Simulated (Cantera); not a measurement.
A freely propagating, adiabatic, planar premixed flame of CH₄ : O₂ : N₂ = 1 : 2 : 9.2 (molar parts), unburnt at 400 K and 7.99 atm; mixture-averaged transport, grid criteria slope 0.08 and curve 0.16, no radiation.

Computed with Cantera and GRI-Mech 3.0 (53 species, 325 reactions). Burning velocities carry a grid error of a few per cent, more on coarse grids.

### Question
Predict: laminar burning velocity; thermal thickness; peak x(CO); peak x(CH₂O).

### Answer
```
Property                      Value
------------------------  ---------
laminar burning velocity  14.1 cm/s
thermal thickness          0.162 mm
peak x(CO)                   0.0244
peak x(CH₂O)                0.00101
```
